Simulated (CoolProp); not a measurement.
Chloromethane (R40) at several states: density (kg/m³) from the reference equation and from simpler models built on Tc = 418.6 K, pc = 6.929 MPa, ω = 0.150; each cubic takes its own stable root.

Model: reference Helmholtz-energy equation of state, Thol 2014, in CoolProp.

```tsv
T (K)	p (MPa)	phase	reference
383.1	0.0664	gas	1.057
450.4	3.21	gas	50.54
379.7	10.9	liquid	756.3
449	3.65	gas	59.29
335.3	23.4	liquid	891.0
293.4	0.087	gas	1.829
```

### Question
How far does each simpler model (van der Waals, Redlich-Kwong, Soave-Redlich-Kwong, Peng-Robinson) lie from the reference over these 6 states: mean and median of the absolute difference, and the worst?

### Answer
- van der Waals: mean 11.9 %, median 2.0 %, worst -33.4 % at 379.7 K and 10.9 MPa
- Redlich-Kwong: mean 3.7 %, median 0.7 %, worst -12.1 % at 379.7 K and 10.9 MPa
- Soave-Redlich-Kwong: mean 3.4 %, median 1.2 %, worst -10.5 % at 379.7 K and 10.9 MPa
- Peng-Robinson: mean 1.1 %, median 0.7 %, worst +4.3 % at 335.3 K and 23.4 MPa
